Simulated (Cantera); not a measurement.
A closed system holds: 1 mol FeS2, 360 mol H2, 6.4 mol H2O, equilibrated at 3.60 bar.

Method: chemical equilibrium by Gibbs-energy minimisation in Cantera with the NASA 1993 tables (ideal gas, pure condensed phases). Candidate condensed phases: Fe, FeO, Fe(OH)2, Fe(OH)3, FeS, FeSO4, FeS2, Fe2O3, Fe2(SO4)3, Fe3O4, H2O, H2SO4, S; 22 gas species. Kinetics and transport are ignored.

log p: log10 of the partial pressure in bar; n: condensed amount in mol.

| T (K) | log p H2 | log p H2O | log p H2S | log p H | log p SH | log p Fe | n Fe(γ) | n Fe(δ) | n Fe(l) |
|---|---|---|---|---|---|---|---|---|---|
| 1273 | 0.55 | -1.20 | -1.71 | -5.87 | -5.35 | -9.30 | 1.00 | 0 | 0 |
| 1348 | 0.55 | -1.20 | -1.71 | … | … | … | 1.000 | 0 | 0 |
| 1423 | 0.55 | -1.20 | -1.71 | -4.90 | -4.64 | -7.57 | 1.000 | 0 | 0 |
| 1498 | 0.55 | -1.20 | -1.71 | -4.49 | -4.34 | -6.84 | 1.000 | 0 | 0 |
| 1573 | 0.55 | -1.20 | -1.71 | -4.12 | -4.07 | -6.18 | 1.000 | 0 | 0 |
| 1648 | 0.55 | -1.20 | -1.71 | … | … | … | 1.000 | 0 | 0 |
| 1723 | 0.55 | -1.20 | -1.71 | -3.47 | -3.59 | -5.04 | 0 | 0.999 | 0 |
| 1798 | 0.55 | -1.20 | -1.72 | -3.18 | -3.39 | -4.54 | 0 | 0.997 | 0 |
| 1873 | 0.55 | -1.20 | -1.72 | -2.92 | -3.20 | -4.10 | 0 | 0 | 0.992 |
| 1948 | 0.55 | -1.20 | -1.73 | -2.67 | -3.04 | -3.70 | 0 | 0 | 0.980 |
| 2023 | 0.55 | -1.20 | -1.74 | -2.45 | -2.88 | -3.33 | 0 | 0 | 0.952 |
| 2098 | 0.55 | -1.20 | -1.76 | -2.24 | -2.75 | -2.98 | 0 | 0 | 0.894 |

Problem. Fill in the missing entries.

Solution. 
- 1648, log p H: -3.78
- 1648, log p SH: -3.82
- 1648, log p Fe: -5.58
- 1348, log p H: -5.36
- 1348, log p SH: -4.98
- 1348, log p Fe: -8.39
